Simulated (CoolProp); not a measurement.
Properties of 1,2-dichloroethane along the isobar 7690 kPa.

Values from CoolProp's reference Helmholtz-energy equation of state, Thol 2015.

| T (°C) | phase | density (kg/m³) | speed of sound (m/s) | Joule-Thomson coefficient (K/MPa) | expansivity (1/kK) | fugacity coefficient |
|---|---|---|---|---|---|---|
| 88.85 | liquid | 1160 | 994.0 | -0.3321 | 1.319 | 0.01865 |
| 99.45 | liquid | 1144 | 955.6 | -0.3136 | 1.366 | 0.02513 |
| 110.05 | liquid | 1127 | 917.3 | -0.2932 | 1.417 | 0.03316 |
| 120.75 | liquid | 1110 | 878.8 | -0.2706 | 1.474 | 0.04302 |
| 131.35 | liquid | 1092 | ? | -0.2460 | 1.535 | 0.05471 |
| 141.95 | liquid | 1074 | 803.2 | -0.2187 | 1.602 | 0.06847 |
| 152.55 | liquid | 1056 | 765.8 | -0.1884 | 1.675 | 0.08442 |
| 163.15 | liquid | 1037 | 728.6 | -0.1544 | 1.756 | 0.1027 |
| 173.75 | liquid | 1017 | 691.7 | -0.1162 | 1.847 | 0.1233 |
| 184.35 | liquid | 996.7 | ? | -0.07263 | 1.949 | 0.1463 |
| 195.05 | liquid | 975.5 | 618.4 | -0.02188 | 2.067 | 0.1720 |
| 205.65 | liquid | 953.7 | 582.1 | 0.03700 | 2.202 | 0.1999 |
| 216.25 | liquid | 931.0 | 546.0 | 0.1071 | ? | 0.2301 |
| 226.85 | liquid | 907.0 | 509.7 | 0.1924 | 2.559 | 0.2624 |

Problem. Fill in the missing entries.

Solution. 
- 131.35, speed of sound (m/s): 840.9
- 184.35, speed of sound (m/s): 655.1
- 216.25, expansivity (1/kK): 2.363
